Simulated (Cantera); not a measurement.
**Chlorosilane synthesis and conversion: Si + H2 + Cl2**

Input: 1 mol Si, 4.3 mol H2, a varied amount of Cl2, held at 750 °C and 0.260 bar.

Cantera equilibrium calculation (NASA polynomials, part measured and part estimated; ideal gas, pure solids and liquids). Candidate condensed phases: Si; 19 gas species. The tables' values for SiCl3 are old estimates; treat these amounts as uncertain. Kinetics and transport are ignored.

```json
[
 {"n(Cl2) (mol)": "0.5", "log p H2": "-0.62", "log p HCl": "-2.40", "log p SiCl4": "-2.03", "log p SiHCl3": "-2.32", "log p SiCl3": "-3.64", "log p SiH2Cl2": "-3.56", "n Si(s)": "0.742"},
 {"n(Cl2) (mol)": "0.58", "log p H2": "-0.62", "log p HCl": "-2.39", "log p SiCl4": "-1.96", "log p SiHCl3": "-2.27", "log p SiCl3": "-3.59", "log p SiH2Cl2": "-3.53", "n Si(s)": "0.700"},
 {"n(Cl2) (mol)": "0.66", "log p H2": "-0.63", "log p HCl": "-2.37", "log p SiCl4": "-1.90", "log p SiHCl3": "-2.23", "log p SiCl3": "-3.55", "log p SiH2Cl2": "-3.51", "n Si(s)": "0.657"},
 {"n(Cl2) (mol)": "0.76", "log p H2": "-0.63", "log p HCl": "-2.36", "log p SiCl4": "-1.83", "log p SiHCl3": "-2.18", "log p SiCl3": "-3.50", "log p SiH2Cl2": "-3.48", "n Si(s)": "0.604"},
 {"n(Cl2) (mol)": "0.88", "log p H2": "-0.64", "log p HCl": "-2.35", "log p SiCl4": "-1.77", "log p SiHCl3": "-2.13", "log p SiCl3": "-3.45", "log p SiH2Cl2": "-3.45", "n Si(s)": "0.541"},
 {"n(Cl2) (mol)": "1", "log p H2": "-0.64", "log p HCl": "-2.33", "log p SiCl4": "-1.71", "log p SiHCl3": "-2.09", "log p SiCl3": "-3.41", "log p SiH2Cl2": "-3.43", "n Si(s)": "0.477"},
 {"n(Cl2) (mol)": "1.2", "log p H2": "-0.65", "log p HCl": "-2.32", "log p SiCl4": "-1.63", "log p SiHCl3": "-2.04", "log p SiCl3": "-3.35", "log p SiH2Cl2": "-3.40", "n Si(s)": "0.372"},
 {"n(Cl2) (mol)": "1.3", "log p H2": "-0.66", "log p HCl": "-2.31", "log p SiCl4": "-1.60", "log p SiHCl3": "-2.02", "log p SiCl3": "-3.32", "log p SiH2Cl2": "-3.39", "n Si(s)": "0.319"},
 {"n(Cl2) (mol)": "1.5", "log p H2": "-0.67", "log p HCl": "-2.30", "log p SiCl4": "-1.54", "log p SiHCl3": "-1.98", "log p SiCl3": "-3.28", "log p SiH2Cl2": "-3.37", "n Si(s)": "0.214"},
 {"n(Cl2) (mol)": "1.8", "log p H2": "-0.68", "log p HCl": "-2.29", "log p SiCl4": "-1.46", "log p SiHCl3": "-1.93", "log p SiCl3": "-3.22", "log p SiH2Cl2": "-3.35", "n Si(s)": "0.0569"},
 {"n(Cl2) (mol)": "2.1", "log p H2": "-0.71", "log p HCl": "-1.83", "log p SiCl4": "-1.37", "log p SiHCl3": "-2.32", "log p SiCl3": "-3.60", "log p SiH2Cl2": "-4.22", "n Si(s)": "0"},
 {"n(Cl2) (mol)": "2.4", "log p H2": "-0.75", "log p HCl": "-1.42", "log p SiCl4": "-1.36", "log p SiHCl3": "-2.77", "log p SiCl3": "-4.03", "log p SiH2Cl2": "-5.13", "n Si(s)": "0"},
 {"n(Cl2) (mol)": "2.7", "log p H2": "-0.81", "log p HCl": "-1.21", "log p SiCl4": "-1.37", "log p SiHCl3": "-3.04", "log p SiCl3": "-4.27", "log p SiH2Cl2": "-5.67", "n Si(s)": "0"}
]
```
log p: log10 of the partial pressure in bar; n: condensed amount in mol.

From 0.5 mol Cl2 to 1.8 mol Cl2 the condensed part is Si(s). From 2.1 mol Cl2 to 2.7 mol Cl2 nothing is condensed. The main Si-bearing gas is SiCl4 throughout.
